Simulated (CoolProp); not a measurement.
Vapour-liquid equilibrium of R134a (1) + R1234ze(E) (2) at 191.9 K; x and y are mole fractions of (1).

Values from CoolProp's multi-fluid Helmholtz-energy mixture model, Tillner-Roth 1994 and Thol 2016; pair parameters Bell 2022.

| x | bubble pressure (kPa) | y at the bubble point | dew pressure at overall composition x (kPa) | liquid density (mol/L) |
|---|---|---|---|---|
| 0.05 | 2.373 | 0.098 | 2.312 | 12.85 |
| 0.125 | 2.529 | 0.216 | 2.408 | 13.00 |
| 0.2 | 2.660 | 0.311 | 2.508 | 13.15 |
| 0.275 | 2.770 | 0.391 | 2.611 | 13.31 |
| 0.35 | 2.865 | 0.462 | 2.714 | 13.47 |
| 0.425 | 2.947 | 0.528 | 2.816 | 13.64 |
| 0.5 | 3.019 | 0.589 | 2.913 | 13.80 |
| 0.575 | 3.082 | 0.649 | 3.003 | 13.97 |
| 0.65 | 3.138 | 0.708 | 3.084 | 14.15 |
| 0.725 | 3.186 | 0.767 | 3.153 | 14.33 |
| 0.8 | 3.228 | 0.828 | 3.210 | 14.51 |
| 0.875 | 3.264 | 0.890 | 3.256 | 14.70 |
| 0.95 | 3.293 | 0.955 | 3.291 | 14.89 |

No azeotrope shows between x = 0.05 and 0.95.

Pair parameters are fitted to limited data, so mixtures are less certain than the pure fluids.
